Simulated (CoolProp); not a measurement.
Properties of CHF3 (R23) at several states.

Values from CoolProp's reference Helmholtz-energy equation of state, Penoncello 2003.

```json
[
 {"T (K)": "324.5", "p (bar)": "8.96", "phase": "gas", "cp (kJ/(kg K))": "0.8203", "Joule-Thomson coefficient (K/MPa)": "10.04", "viscosity (µPa s)": "16.2", "conductivity (mW/(m K))": "…"},
 {"T (K)": "131.8", "p (bar)": "5.65", "phase": "liquid", "cp (kJ/(kg K))": "1.195", "Joule-Thomson coefficient (K/MPa)": "-0.3702", "viscosity (µPa s)": "1210", "conductivity (mW/(m K))": "225"},
 {"T (K)": "176.2", "p (bar)": "0.185", "phase": "gas", "cp (kJ/(kg K))": "0.5915", "Joule-Thomson coefficient (K/MPa)": "…", "viscosity (µPa s)": "…", "conductivity (mW/(m K))": "6.96"}
]
```

Task: Some entries are withheld; supply them.

Result: 
- 324.5, conductivity (mW/(m K)): 16.1
- 176.2, Joule-Thomson coefficient (K/MPa): 102.6
- 176.2, viscosity (µPa s): 8.65

Viscosity comes from a separate model (Shan 2000). Thermal conductivity comes from a separate model (Shan 2000).
